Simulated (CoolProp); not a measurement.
Vapour-liquid equilibrium of R125 (1) + R134a (2) at 0.0401 bar; x and y are mole fractions of (1).

The numbers come from the multi-fluid Helmholtz-energy mixture model, Lemmon 2005 and Tillner-Roth 1994; pair parameters Lemmon 2004 in CoolProp.

```csv
x,bubble temperature (°C),y at the bubble point,dew temperature at overall composition x (°C),liquid density (mol/L)
0.05,-80.7,0.182,-79.4,14.93
0.15,…,0.438,-80.4,14.88
0.25,-86.4,…,-81.5,14.80
0.35,-88.5,0.718,-82.7,…
0.45,-90.4,0.799,-84.0,…
0.55,-91.9,0.859,-85.5,…
0.65,-93.3,0.904,-87.2,14.41
0.75,-94.5,0.939,-89.2,14.29
0.85,…,0.967,-91.7,14.18
0.95,-96.6,0.990,-95.0,14.05
```

Task: Fill in the missing entries.

Result: 
- 0.15, bubble temperature (°C): -83.8
- 0.25, y at the bubble point: 0.604
- 0.35, liquid density (mol/L): 14.72
- 0.45, liquid density (mol/L): 14.62
- 0.55, liquid density (mol/L): 14.52
- 0.85, bubble temperature (°C): -95.6

No azeotrope shows between x = 0.05 and 0.95.

The pair parameters rest on a limited set of measurements; away from them the model extrapolates.
